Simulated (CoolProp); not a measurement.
Saturation properties of methanol (Tc = 513.4 K, pc = 82.16 bar, ω = 0.565).

Values from CoolProp's reference Helmholtz-energy equation of state, de Reuck 1993.

| T (K) | p (bar) | liquid density (kg/m³) | liquid viscosity (µPa s) |
|---|---|---|---|
| 383 | 4.781 | 699.6 | 202 |
| 389.3 | 5.746 | 692.0 | 190 |
| 395.6 | 6.861 | 684.2 | 179 |
| 401.8 | 8.121 | 676.2 | 169 |
| 408.1 | 9.584 | 667.8 | 159 |
| 414.4 | 11.25 | 659.1 | 149 |
| 420.6 | 13.10 | 650.0 | 141 |
| 426.9 | 15.23 | 640.4 | 133 |
| 433.2 | 17.62 | ___ | 125 |
| 439.4 | 20.24 | 619.9 | 118 |
| 445.7 | 23.22 | ___ | 110 |
| 452 | 26.52 | ___ | ___ |
| 458.2 | 30.11 | 584.0 | 97.3 |
| 464.5 | 34.12 | ___ | 91.0 |

### Question
What belongs in the gaps?

### Answer

- 433.2, liquid density (kg/m³): 630.3
- 445.7, liquid density (kg/m³): 608.6
- 452, liquid density (kg/m³): 596.6
- 452, liquid viscosity (µPa s): 104
- 464.5, liquid density (kg/m³): 570.2

It boils at 337.6 K under 1 atm.

Viscosity comes from a separate model (Xiang 2006).
